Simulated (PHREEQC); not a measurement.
Solution (20 °C): 0.0014 mol/kgw NaOH, 0.00037 mol/kgw Na2SiO3 and 0.05 mol/kgw (CH3)4NCl. Closed to the air; pH follows from the charge balance.

Computed with PHREEQC (ion-association model, phreeqc.dat).

Precipitation was switched off in this run.

Question: Estimate the pH.

Answer: pH 11.32.

Question: In which forms is Si present?

Answer: H3SiO4- 95 %, H4SiO4 3.0 %, H2SiO4-2 1.7 % of the Si.

(CH3)4N+ isn't in the database: it is added as a free cation with an ion size of 4 Å.
